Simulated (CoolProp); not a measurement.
Properties of toluene along the isotherm 620 K.

Model: reference Helmholtz-energy equation of state, Lemmon 2006, in CoolProp. It is a short technical equation, of lower accuracy than the large ones.

```csv
p (MPa),phase,Joule-Thomson coefficient (K/MPa),isothermal compressibility (1/MPa),expansivity (1/kK),conductivity (mW/(m K)),Prandtl number
0.0652,gas,6.479,15.41,1.640,43.5,(withheld)
0.116,gas,6.514,8.698,1.661,43.5,0.712
0.206,gas,6.577,4.933,1.700,43.5,0.714
0.367,gas,6.692,2.806,1.773,43.5,0.717
0.652,gas,(withheld),1.619,1.916,(withheld),0.723
1.16,gas,(withheld),0.9555,2.223,43.8,0.738
2.06,gas,8.261,0.5990,3.006,44.6,0.772
3.67,gas,10.71,0.4597,(withheld),49.0,0.896
6.52,supercritical,(withheld),0.1476,12.33,77.0,2.19
11.6,supercritical,0.7646,0.02146,3.408,(withheld),2.37
20.6,supercritical,0.1395,0.008550,1.957,88.9,2.65
```

Question: Complete the blanks.

Answer: 
- 0.0652, Prandtl number: 0.711
- 0.652, Joule-Thomson coefficient (K/MPa): 6.908
- 0.652, conductivity (mW/(m K)): 43.6
- 1.16, Joule-Thomson coefficient (K/MPa): 7.336
- 3.67, expansivity (1/kK): 6.348
- 6.52, Joule-Thomson coefficient (K/MPa): 4.332
- 11.6, conductivity (mW/(m K)): 82.6

Viscosity comes from a separate model (Avgeri 2015). Thermal conductivity comes from a separate model (Assael 2012).
